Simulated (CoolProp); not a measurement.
Vapour-liquid equilibrium of propane (1) + c-C4F8 (RC318) (2) at 244.9 K; x and y are mole fractions of (1).

Values from CoolProp's multi-fluid Helmholtz-energy mixture model, Lemmon 2009 and Platzer 1990; pair parameters Bell 2016. This equation is an older, rougher fit; its heat capacities, sound speeds and derivatives of the liquid may be far off and weren't checked against measurements.

Question: Give the bubble pressure and the first vapour's composition at x = 0.2, 0.5, 0.65. Is there an azeotrope?

Answer: x = 0.2: 1.236 bar, y = 0.745; x = 0.5: 1.641 bar, y = 0.835; x = 0.65: 1.701 bar, y = 0.852. No azeotrope shows between x = 0.05 and 0.95.

The pair parameters rest on a limited set of measurements; away from them the model extrapolates. With so large a gap from Raoult's law the liquid may split in two, which this calculation doesn't test in full.
